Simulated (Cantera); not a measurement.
What does this Cantera script print?

```python
import numpy as np
import cantera as ct

gas_names = """
    Mg MgN MgO Mg2 N NO NO2 NO3 N2 N2O O O2 O3
""".split()
cond_names = """
    Mg(cr) Mg(L) MgO(s) MgO(L)
""".split()


# ... load() reads the species with a 1 bar reference pressure and builds the phases ...
atoms = {
    'MgO': {'Mg': 1, 'O': 1},
    'N2': {'N': 2},
}
top_T = {}  # K; cautious upper limits of use, not melting points


# ... equilibrate(T, P, feed) seeds the gas with the atoms and calls Mixture.equilibrate('TP', solver="vcs", rtol=1e-11, max_steps=5000) ...
results = []
feed = {'MgO': 1, 'N2': 4}  # mol
P = 980  # Pa
for T in [1875, 1925, 1975, 2025, 2075, 2125, 2175]:
    mix = equilibrate(T, P, feed)
    results.append((T, P, feed, dict(zip(mix.species_names, mix.species_moles))))

top = {s: max(r[3][s] / sum(r[3][g] for g in gas_names) for r in results) for s in gas_names}
cols = sorted((s for s in top if top[s] > 0.001), key=lambda s: -top[s])[:6]
seen = [c for c in cond_names if any(r[3].get(c, 0) > 1e-12 for r in results)]
print("log10 of partial pressures in bar; condensed amounts in mol")
print(f"{'T/K':>10s}" + "".join(f"{s[:9]:>10s}" for s in cols + seen))
for T, P, feed, n in results:
    ng = sum(n[g] for g in gas_names)
    print(f"{T:10.4g}" + "".join(f"{np.log10(max(n[s] / ng * P / 1e5, 1e-99)):10.3f}" for s in cols)
          + "".join(f"{n.get(c, 0):10.4g}" for c in seen))
```

Output:

```
log10 of partial pressures in bar; condensed amounts in mol
       T/K        N2        Mg        O2        NO    MgO(s)
      1875    -2.009    -6.142    -6.965    -6.372    0.9997
      1925    -2.009    -5.816    -6.563    -6.104    0.9994
      1975    -2.009    -5.504    -6.189    -5.854    0.9987
      2025    -2.009    -5.204    -5.840    -5.620    0.9974
      2075    -2.010    -4.916    -5.514    -5.401     0.995
      2125    -2.011    -4.639    -5.207    -5.193    0.9905
      2175    -2.012    -4.375    -4.918    -4.998    0.9825
```

Cantera equilibrium calculation (NASA polynomials, part measured and part estimated; ideal gas, pure solids and liquids).
